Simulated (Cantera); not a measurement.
What does this Cantera script print?

```python
import numpy as np
import cantera as ct

gas_names = """
    B BF BF2 BF3 BO BOF BOF2 BO2 B2 B2O B2O2 B2O3 B3O3F3 F FO FO2 F2 F2O O O2 O3
""".split()
cond_names = """
    B(b) B(L) B2O3(L)
""".split()


# ... load() reads the species with a 1 bar reference pressure and builds the phases ...
atoms = {
    'BF3': {'B': 1, 'F': 3},
    'O2': {'O': 2},
}
top_T = {}  # K; cautious upper limits of use, not melting points


# ... equilibrate(T, P, feed) seeds the gas with the atoms and calls Mixture.equilibrate('TP', solver="vcs", rtol=1e-11, max_steps=5000) ...
results = []
feed = {'BF3': 1, 'O2': 3.8}  # mol
T = 1300  # K
P = 270  # Pa
mix = equilibrate(T, P, feed)
results.append((T, P, feed, dict(zip(mix.species_names, mix.species_moles))))
print(gas.report(threshold=0.001))
for i in range(1, mix.n_phases):
    print(f"{mix.phase(i).name:16s} {mix.phase_moles(i):12.5e} mol")
```

Result:

```
       temperature   1300 K
          pressure   270 Pa
           density   0.00098563 kg/m^3
  mean mol. weight   39.457 kg/kmol
   phase of matter   gas

                          1 kg             1 kmol
                     ---------------   ---------------
          enthalpy       -4.9573e+06        -1.956e+08  J
   internal energy       -5.2312e+06       -2.0641e+08  J
           entropy            8288.5        3.2704e+05  J/K
    Gibbs function       -1.5732e+07       -6.2075e+08  J
 heat capacity c_p            1133.5             44724  J/K
 heat capacity c_v            922.76             36410  J/K

                      mass frac. Y      mole frac. X     chem. pot. / RT
                     ---------------   ---------------   ---------------
               BF3           0.35799           0.20832           -148.45
                O2           0.64199           0.79165           -33.478
     [  +19 minor]        2.2141e-05        3.1603e-05

B(b)              0.00000e+00 mol
B2O3(L)           0.00000e+00 mol
```

Method: chemical equilibrium by Gibbs-energy minimisation in Cantera with the NASA 1993 tables (ideal gas, pure condensed phases).
